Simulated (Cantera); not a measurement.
An isothermal, constant-pressure homogeneous reactor starts with C₂H₄ : O₂ : N₂ : H₂O = 0.0097 : 0.054 : 1 : 0.013 (molar parts), at 975 K and 1.10 bar.

Cantera simulation using GRI-Mech 3.0 (53 species, 325 reactions); the numbers are that mechanism's predictions, not measurements. GRI-Mech 3.0 was tuned for natural gas; its chemistry of ethylene as a main component is partial and can be far from experiment. Below about 1000 K GRI-Mech 3.0 lacks low-temperature oxidation paths. The temperature is held fixed by assumption; the heat of reaction is taken as removed at once.

Problem. Predict: x(C₂H₄) at 1.00 s; x(O₂) at 1.00 s; x(H₂O₂) at 1.00 s; x(CH₃) at 1.00 s; x(H) at 1.00 s.

Solution. 
```json
{
  "x(C₂H₄) at 1.00 s": "9.20e-9 (gas-phase equilibrium <1e-12)",
  "x(O₂) at 1.00 s": "0.0282 (gas-phase equilibrium 0.0231)",
  "x(H₂O₂) at 1.00 s": "8.73e-6 (gas-phase equilibrium 9.73e-12)",
  "x(CH₃) at 1.00 s": "1.10e-8 (gas-phase equilibrium <1e-12)",
  "x(H) at 1.00 s": "1.42e-7 (gas-phase equilibrium <1e-12)"
}
```
